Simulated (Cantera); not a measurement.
Feed: 1 mol B₂H₆, 0.75 mol H₂O, 0.33 mol H₂, equilibrated at 2000 °C.

Method: chemical equilibrium by Gibbs-energy minimisation in Cantera with the NASA 1993 tables (ideal gas, pure condensed phases). Candidate condensed phases: B, B₂O₃, B₃O₃H₃, H₂O; 23 gas species. The feed counts by its element totals alone. The tables' values for BH₂ are old estimates; treat these amounts as uncertain. Gases not in the tables: B₂H₆ and higher boranes. Rates play no part.

x: gas mole fraction; n: condensed amount in mol.

| P (Pa) | x H₂ | x H | x BO | x HBO | x B | x B₂O₂ | n B(s) |
|---|---|---|---|---|---|---|---|
| 10 | 0.334 | 0.486 | 0.0979 | 0.00589 | 0.0720 | 0.000197 | 0.719 |
| 32 | 0.514 | 0.337 | 0.108 | 0.0144 | 0.0225 | 0.000768 | 1.09 |
| 100 | (withheld) | (withheld) | 0.105 | (withheld) | (withheld) | (withheld) | 1.19 |
| 320 | 0.726 | 0.127 | 0.0907 | 0.0454 | 0.00225 | 0.00541 | 1.22 |
| 1000 | 0.778 | 0.0741 | 0.0698 | 0.0640 | 0.000720 | 0.0100 | 1.23 |
| 3200 | 0.811 | 0.0423 | 0.0480 | 0.0804 | 0.000225 | 0.0152 | 1.24 |
| 10000 | 0.831 | (withheld) | (withheld) | 0.0919 | (withheld) | (withheld) | 1.24 |
| 32000 | 0.843 | 0.0136 | 0.0183 | 0.0991 | 2.25e-5 | 0.0221 | 1.25 |
| 100000 | 0.851 | 0.00775 | 0.0107 | 0.102 | 7.20e-6 | 0.0234 | 1.25 |

Fill in the missing entries.


- 10000, x H: 0.0242
- 10000, x BO: 0.0307
- 10000, x B: 7.20e-5
- 10000, x B₂O₂: 0.0193
- 100, x H₂: 0.641
- 100, x H: 0.213
- 100, x HBO: 0.0277
- 100, x B: 0.00720
- 100, x B₂O₂: 0.00227
